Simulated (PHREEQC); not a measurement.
Make-up at 25 °C: 0.062 mol HF, 0.0017 mol (NH4)2SiF6, 0.34 mol H3PO4 and 0.25 mol HCl per kg of water. Closed to the air; pH follows from the charge balance.

All values are PHREEQC results (ion-association model, phreeqc.dat), not measurements.

This is a speciation only: nothing precipitates in the calculation.

Q: What pH, density, ionic strength does the model give?

A: pH 0.68; density 1.019 g/cm³; ionic strength 0.271 mol/kgw.

Q: In which forms is P present?

A: H3PO4 95 %, H2PO4- 4.5 % of the P.

SiF6-2 is the database's only silicon fluoride.
